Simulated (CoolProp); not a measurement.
Properties of hydrogen sulfide along the isotherm 411.3 K (Tc = 373.1 K, pc = 89.99 bar, ω = 0.101).

Values from CoolProp's reference Helmholtz-energy equation of state, Lemmon 2006. It is a short technical equation, of lower accuracy than the large ones.

| p (bar) | phase | cv (kJ/(kg K)) | speed of sound (m/s) | viscosity (µPa s) |
|---|---|---|---|---|
| 34.6 | gas | 0.8514 | (withheld) | 17.0 |
| 69.2 | gas | 0.9110 | 322.7 | 18.0 |
| 104 | supercritical | 0.9900 | 303.7 | 21.0 |
| 138 | supercritical | 1.070 | 304.0 | 29.5 |
| 173 | supercritical | 1.057 | (withheld) | (withheld) |
| 208 | supercritical | 1.035 | 451.6 | 51.2 |
| 242 | supercritical | (withheld) | 514.0 | 57.6 |
| 277 | supercritical | 1.022 | 567.1 | 62.9 |
| 311 | supercritical | 1.021 | 611.4 | (withheld) |
| 346 | supercritical | 1.020 | 651.8 | 71.6 |
| 381 | supercritical | 1.020 | 688.2 | 75.4 |
| 415 | supercritical | 1.021 | (withheld) | 78.8 |
| 450 | supercritical | 1.022 | 751.5 | 82.1 |

Problem. Fill in the missing entries.

Solution. 
- 34.6, speed of sound (m/s): 342.8
- 173, speed of sound (m/s): 371.9
- 173, viscosity (µPa s): 42.3
- 242, cv (kJ/(kg K)): 1.026
- 311, viscosity (µPa s): 67.4
- 415, speed of sound (m/s): 720.6

Viscosity comes from a separate model (Quiñones-Cisneros 2012).
